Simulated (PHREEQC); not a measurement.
Na2HPO4 is added in steps, without added water, to 1 kg of water holding 62 mmol/kgw KHCO3, at 25 °C. Oxygen alone is held at its pressure in air (log pO2 = -0.68). No CO2 enters from the air. The run lets Nahcolite, Natron precipitate or redissolve, and no other solid.

Base run: PHREEQC, ion-association model, wateq4f.dat. Each further column changes one thing. The table gives NaHCO3 (mol/kgw).

```json
[
 {"Na2HPO4 added (mol)": "0", "base": "0", "KHCO3 from 0.062 to 0.0062 mol/kgw": "0", "KHCO3 from 0.062 to 0.0558 mol/kgw": "0", "0.0012 mol/kgw NaHCO3 added": "2.63e-5", "no solid may form": "0"},
 {"Na2HPO4 added (mol)": "0.01583", "base": "0.000609", "KHCO3 from 0.062 to 0.0062 mol/kgw": "6.82e-5", "KHCO3 from 0.062 to 0.0558 mol/kgw": "0.000555", "0.0012 mol/kgw NaHCO3 added": "0.000643", "no solid may form": "0.000609"},
 {"Na2HPO4 added (mol)": "0.03167", "base": "0.00112", "KHCO3 from 0.062 to 0.0062 mol/kgw": "0.000119", "KHCO3 from 0.062 to 0.0558 mol/kgw": "0.00102", "0.0012 mol/kgw NaHCO3 added": "0.00116", "no solid may form": "0.00112"},
 {"Na2HPO4 added (mol)": "0.0475", "base": "0.00157", "KHCO3 from 0.062 to 0.0062 mol/kgw": "…", "KHCO3 from 0.062 to 0.0558 mol/kgw": "0.00143", "0.0012 mol/kgw NaHCO3 added": "0.00162", "no solid may form": "0.00157"},
 {"Na2HPO4 added (mol)": "0.05542", "base": "0.00178", "KHCO3 from 0.062 to 0.0062 mol/kgw": "0.000180", "KHCO3 from 0.062 to 0.0558 mol/kgw": "0.00161", "0.0012 mol/kgw NaHCO3 added": "0.00183", "no solid may form": "0.00178"},
 {"Na2HPO4 added (mol)": "0.07125", "base": "0.00218", "KHCO3 from 0.062 to 0.0062 mol/kgw": "0.000216", "KHCO3 from 0.062 to 0.0558 mol/kgw": "0.00197", "0.0012 mol/kgw NaHCO3 added": "0.00223", "no solid may form": "0.00218"},
 {"Na2HPO4 added (mol)": "0.08708", "base": "0.00254", "KHCO3 from 0.062 to 0.0062 mol/kgw": "0.000248", "KHCO3 from 0.062 to 0.0558 mol/kgw": "0.00229", "0.0012 mol/kgw NaHCO3 added": "0.00260", "no solid may form": "0.00254"},
 {"Na2HPO4 added (mol)": "0.1029", "base": "0.00288", "KHCO3 from 0.062 to 0.0062 mol/kgw": "0.000278", "KHCO3 from 0.062 to 0.0558 mol/kgw": "0.00260", "0.0012 mol/kgw NaHCO3 added": "0.00295", "no solid may form": "0.00288"},
 {"Na2HPO4 added (mol)": "0.1187", "base": "0.00320", "KHCO3 from 0.062 to 0.0062 mol/kgw": "0.000305", "KHCO3 from 0.062 to 0.0558 mol/kgw": "0.00288", "0.0012 mol/kgw NaHCO3 added": "0.00327", "no solid may form": "0.00320"},
 {"Na2HPO4 added (mol)": "0.1346", "base": "0.00350", "KHCO3 from 0.062 to 0.0062 mol/kgw": "…", "KHCO3 from 0.062 to 0.0558 mol/kgw": "0.00315", "0.0012 mol/kgw NaHCO3 added": "0.00358", "no solid may form": "0.00350"},
 {"Na2HPO4 added (mol)": "0.1425", "base": "0.00365", "KHCO3 from 0.062 to 0.0062 mol/kgw": "0.000343", "KHCO3 from 0.062 to 0.0558 mol/kgw": "0.00328", "0.0012 mol/kgw NaHCO3 added": "0.00373", "no solid may form": "0.00365"},
 {"Na2HPO4 added (mol)": "0.1583", "base": "0.00392", "KHCO3 from 0.062 to 0.0062 mol/kgw": "…", "KHCO3 from 0.062 to 0.0558 mol/kgw": "0.00354", "0.0012 mol/kgw NaHCO3 added": "0.00401", "no solid may form": "0.00392"},
 {"Na2HPO4 added (mol)": "0.1742", "base": "0.00419", "KHCO3 from 0.062 to 0.0062 mol/kgw": "…", "KHCO3 from 0.062 to 0.0558 mol/kgw": "0.00377", "0.0012 mol/kgw NaHCO3 added": "…", "no solid may form": "0.00419"},
 {"Na2HPO4 added (mol)": "0.19", "base": "0.00445", "KHCO3 from 0.062 to 0.0062 mol/kgw": "0.000409", "KHCO3 from 0.062 to 0.0558 mol/kgw": "0.00400", "0.0012 mol/kgw NaHCO3 added": "0.00455", "no solid may form": "0.00445"}
]
```

**Question.** Complete the blanks.

**Answer.** 
- 0.0475, KHCO3 from 0.062 to 0.0062 mol/kgw: 0.000161
- 0.1346, KHCO3 from 0.062 to 0.0062 mol/kgw: 0.000331
- 0.1583, KHCO3 from 0.062 to 0.0062 mol/kgw: 0.000366
- 0.1742, KHCO3 from 0.062 to 0.0062 mol/kgw: 0.000388
- 0.1742, 0.0012 mol/kgw NaHCO3 added: 0.00429

H3PO4, which wateq4f.dat lacks, is added to it with the constant of phreeqc.dat.
